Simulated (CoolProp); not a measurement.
A closed Brayton cycle with carbon dioxide: compressor inlet 307.15 K and 8.7 MPa, high pressure 27.8 MPa, turbine inlet 750 K, compressor efficiency 0.89, turbine efficiency 0.85, recuperator effectiveness 0 (on enthalpy, no pinch check). Each further row changes one setting.

Values from CoolProp's reference Helmholtz-energy equation of state, Span 1996.

```tsv
case	thermal efficiency (%)	net work (kJ/kg)	compressor to turbine work	compressor exit (K)	turbine exit (K)
as stated	16.0	97.6	0.23	340.3	625.6
turbine inlet 700 K	15.9	87.3	0.25	340.3	579.8
compressor inlet 317.15 K	15.9	___	___	396.8	625.6
high pressure 23.6 MPa	14.1	___	0.21	334.7	___
recuperator effectiveness 0.5	22.4	97.6	0.23	340.3	625.6
```

Question: What belongs in the gaps?

Answer: 
- compressor inlet 317.15 K, net work (kJ/kg): 78.5
- compressor inlet 317.15 K, compressor to turbine work: 0.38
- high pressure 23.6 MPa, net work (kJ/kg): 87.5
- high pressure 23.6 MPa, turbine exit (K): 642.7
